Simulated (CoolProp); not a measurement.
A single-stage vapour-compression cycle with cyclopentane: evaporating at 306.15 K (dew point), condensing at 348.15 K (bubble point), superheat 5 K, subcooling 2 K, compressor efficiency 0.8, no pressure losses. Each further row changes one setting.

The numbers come from the reference Helmholtz-energy equation of state, Gedanitz 2015 in CoolProp.

```
case                              cooling COP  pressure ratio  discharge temperature (K)  refrigerating effect (kJ/kg)  volumetric capacity (kJ/m³)
--------------------------------  -----------  --------------  -------------------------  ----------------------------  ---------------------------
as stated                                5.18            3.83                      360.8                           329                          524
evaporating temperature 311.15 K          ___             ___                      359.2                           335                          632
condensing temperature 343.15 K          5.99             ___                      355.6                           339                          541
subcooling 7 K                           5.34            3.83                      360.8                           339                          541
superheat 15 K                            ___            3.83                      370.4                           342                          527
compressor efficiency 0.7                 ___            3.83                      366.6                           329                          524
```

Question: Complete the blanks.

Answer: 
- evaporating temperature 311.15 K, cooling COP: 6.07
- evaporating temperature 311.15 K, pressure ratio: 3.19
- condensing temperature 343.15 K, pressure ratio: 3.33
- superheat 15 K, cooling COP: 5.21
- compressor efficiency 0.7, cooling COP: 4.53
